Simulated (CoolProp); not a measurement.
Vapour-liquid equilibrium of carbon dioxide (1) + C2F6 (R116) (2) at 712 kPa; x and y are mole fractions of (1).

Model: multi-fluid Helmholtz-energy mixture model, Span 1996 and Lemmon 2006; pair parameters Bell 2016, in CoolProp.

Problem. Give the bubble temperature and the first vapour's composition at x = 0.15, 0.25, 0.35. Is there an azeotrope?

Solution. x = 0.15: -42.0 °C, y = 0.362; x = 0.25: -46.6 °C, y = 0.508; x = 0.35: -49.5 °C, y = 0.598. y crosses x between x = 0.65 and 0.75: the model has an azeotrope there.

Pair parameters are fitted to limited data, so mixtures are less certain than the pure fluids.
